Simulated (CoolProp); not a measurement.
R11 at several states: Z from the reference equation and from simpler models built on Tc = 471.1 K, pc = 4408 kPa, ω = 0.189; each cubic takes its own stable root.

Model: reference Helmholtz-energy equation of state, Jacobsen 1992, in CoolProp.

```json
[
 {"T (K)": "334.1", "p (kPa)": "765", "phase": "liquid", "reference": "0.02725"},
 {"T (K)": "429.4", "p (kPa)": "526", "phase": "gas", "reference": "0.9434"},
 {"T (K)": "378.8", "p (kPa)": "21.5", "phase": "gas", "reference": "0.9967"},
 {"T (K)": "432.5", "p (kPa)": "37", "phase": "gas", "reference": "0.9963"},
 {"T (K)": "286.2", "p (kPa)": "433", "phase": "liquid", "reference": "0.01661"}
]
```

Q: How far does each simpler model (van der Waals, Soave-Redlich-Kwong) lie from the reference over these 5 states: mean and median of the absolute difference, and the worst?

A: 
- van der Waals: mean 629.7 %, median 1.1 %, worst +3088.6 % at 334.1 K and 765 kPa
- Soave-Redlich-Kwong: mean 2.4 %, median 0.0 %, worst +6.3 % at 334.1 K and 765 kPa

At some of these states van der Waals gives the other phase, because its saturation line lies elsewhere.
